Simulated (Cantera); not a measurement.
Feed: 1 mol TiCl₄, 1.2 mol CH₄, 12 mol H₂, equilibrated at 668 Torr.

These are equilibrium values from Cantera (NASA tables, ideal gas, pure condensed phases), not measurements of a reactor. Candidate condensed phases: C, C₆H₆, C₇H₈, C₈H₁₈, Ti, TiC, TiCl₂, TiCl₃, TiCl₄; 96 gas species. The tables' values for TiCl₂ are old estimates; treat these amounts as uncertain. TiC: taken at fixed stoichiometry. Equilibrium is a limit: real reactors are often held back by kinetics, nucleation or transport.

**Question.** At 1675 K, list the 6 most abundant gas species with their mole fractions, and the condensed phases.

**Answer.** H₂ 0.764, HCl 0.231, TiCl₃ 0.00327, TiCl₄ 0.000896, CH₄ 0.000626, H 0.000108. Condensed: C(graphite) + TiC(s).
